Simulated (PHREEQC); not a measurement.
A column of 0.1 m (40 cells, dispersivity 0.008 m, 720 s a shift, diffusion coefficient 3e-10 m²/s) holds 0.042 eq of the database's cation exchanger X per kg of pore water, first in equilibrium with 0.00037 mol KCl, 0.021 mol MnCl2 and 1e-05 mol HCl per kg of water. It is flushed with 0.032 mol/kgw CaCl2 and 1e-05 mol/kgw HCl, at 25 °C. Values are for the last cell. The system is closed to CO2. Precipitation was switched off in this run.

The series has 33 steps of pore volumes, from 0 to 4.013.

Equilibrium calculation in PHREEQC: ion-association model, phreeqc.dat.

Q: After how many pore volumes does Ca at the outlet first reach half of its feed value?

A: By 1.6 pore volumes.
